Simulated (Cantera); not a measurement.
Feed: 1 mol acetone, 0.053 mol NH3, 0.89 mol O2, held at 0.0100 bar.

Cantera equilibrium calculation (NASA polynomials, part measured and part estimated; ideal gas, pure solids and liquids). Candidate condensed phases: C, C6H6, C7H8, C8H18, H2O; 169 gas species. Ions and electrons are included (thermal ionisation). The feed counts by its element totals alone. The numbers say what is thermodynamically allowed, not how fast it happens.

x: gas mole fraction; n: condensed amount in mol.

| T (°C) | x H | x CO | x H2 | x C | x O | x C2H2 (acetylene) | n C(graphite) |
|---|---|---|---|---|---|---|---|
| 2227 | 0.158 | 0.435 | 0.397 | 1.66e-5 | 9.11e-10 | [?] | 0.145 |
| 2477 | 0.343 | 0.390 | 0.251 | 0.000378 | 4.31e-9 | [?] | 0.0339 |
| 2727 | 0.529 | 0.343 | 0.112 | 0.00263 | 2.95e-8 | [?] | 0 |
| 2977 | 0.626 | 0.318 | 0.0380 | 0.00920 | 2.30e-7 | [?] | 0 |
| 3227 | 0.656 | 0.308 | 0.0123 | 0.0182 | 2.05e-6 | [?] | 0 |
| 3477 | 0.665 | 0.304 | 0.00440 | 0.0222 | 2.06e-5 | [?] | 0 |
| 3727 | 0.668 | 0.303 | 0.00176 | 0.0234 | 0.000177 | [?] | 0 |
| 3977 | 0.668 | 0.301 | 0.000774 | 0.0247 | 0.00117 | [?] | 0 |
| 4227 | 0.665 | 0.295 | 0.000370 | 0.0291 | 0.00554 | [?] | 0 |
| 4477 | 0.657 | 0.279 | 0.000188 | 0.0409 | 0.0176 | [?] | 0 |
| 4727 | 0.641 | 0.248 | 9.94e-5 | 0.0637 | 0.0410 | [?] | 0 |

Problem. Some entries are withheld; supply them.

Solution. 
- 2227, x C2H2 (acetylene): 0.00429
- 2477, x C2H2 (acetylene): 0.00707
- 2727, x C2H2 (acetylene): 0.00188
- 2977, x C2H2 (acetylene): 0.000189
- 3227, x C2H2 (acetylene): 9.94e-6
- 3477, x C2H2 (acetylene): 3.35e-7
- 3727, x C2H2 (acetylene): 1.34e-8
- 3977, x C2H2 (acetylene): 7.87e-10
- 4227, x C2H2 (acetylene): 7.91e-11
- 4477, x C2H2 (acetylene): 1.47e-11
- 4727, x C2H2 (acetylene): 4.15e-12
